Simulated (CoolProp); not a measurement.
Vapour pressure (MPa) of oxygen: the reference equation beside estimates from Tc = 154.6 K, pc = 5.046 MPa, ω = 0.022. Clausius-Clapeyron is anchored at 136.1 K with a constant enthalpy of vaporisation of 4.393 kJ/mol.

Model: reference Helmholtz-energy equation of state, Schmidt 1985, in CoolProp.

```csv
T (K),reference,Clausius-Clapeyron,Soave-Redlich-Kwong
120.7,1.064,1.427,1.073
122.9,1.205,1.543,1.216
125.1,1.358,1.664,1.373
127.3,1.525,1.790,1.542
129.5,1.706,1.921,1.727
131.7,1.902,2.056,1.926
133.9,2.113,2.196,2.141
136.1,2.341,2.341,2.372
138.3,2.586,2.490,2.620
140.5,2.849,2.644,2.886
142.7,3.131,2.802,3.169
144.9,3.434,2.964,3.472
147.1,3.757,3.130,3.794
149.3,4.103,3.300,4.136
151.5,4.474,3.474,4.499
```

Absolute difference from the reference over all 15 rows, mean and median: Clausius-Clapeyron 14.7 and 13.7 %, Soave-Redlich-Kwong 1.1 and 1.1 %.
